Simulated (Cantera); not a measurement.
Premixed flame

A freely propagating, adiabatic, planar premixed flame of CH4 : O2 : N2 = 1 : 1.43 : 5.37 (molar parts), unburnt at 325 K and 14000 Pa; mixture-averaged transport, grid criteria slope 0.08 and curve 0.16, no radiation.

Cantera simulation using GRI-Mech 3.0 (53 species, 325 reactions); the numbers are that mechanism's predictions, not measurements. Burning velocities carry a grid error of a few per cent, more on coarse grids.

```
z (mm)  T (K)  u (m/s)     x CH4      x O2    x HO2    x C2H2     x H2O    x CH2
------  -----  -------  --------  --------  -------  --------  --------  -------
-9.85     325    0.376     0.128     0.183  1.96e-8     <1e-8   1.56e-5    <1e-8
-6.57     327    0.380     0.127     0.182  3.15e-7   9.37e-8  0.000214    <1e-8
-4.92     338    0.396     0.126     0.180  2.25e-6   9.04e-7   0.00131    <1e-8
-3.28     452    0.537     0.116     0.172  2.73e-5   2.01e-5    0.0130    <1e-8
-1.64     969     1.18    0.0770     0.127  4.04e-5  0.000232    0.0668  1.44e-7
-0.821   1369     1.70    0.0417    0.0821  6.94e-5  0.000573     0.111  6.90e-6
0        1705     2.14    0.0117    0.0363  3.50e-5   0.00109     0.150  5.38e-5
0.821    1861     2.34   0.00162    0.0114  4.14e-6  0.000741     0.170  4.75e-5
1.64     1904     2.39  0.000179   0.00325  3.72e-7  0.000248     0.175  1.19e-5
3.28     1919     2.40   3.49e-6  0.000501  4.49e-8   2.28e-5     0.174  4.70e-7
6.57     1926     2.41   1.98e-8  0.000265  2.87e-8   3.40e-7     0.172    <1e-8
13.1     1933     2.41     <1e-8  0.000222  2.47e-8     <1e-8     0.172    <1e-8
26.3     1943     2.42     <1e-8  0.000167  1.94e-8     <1e-8     0.173    <1e-8
```
x: mole fraction of selected species; z is measured from the peak of heat release.

```json
{
 "laminar_burning_velocity": "37.5 cm/s",
 "thermal_thickness": "3.28 mm",
 "peak x(HO2)": "6.98e-5",
 "peak x(C2H2)": "0.00110",
 "peak x(CH2)": "6.42e-5",
 "grid_points": "146"
}
```
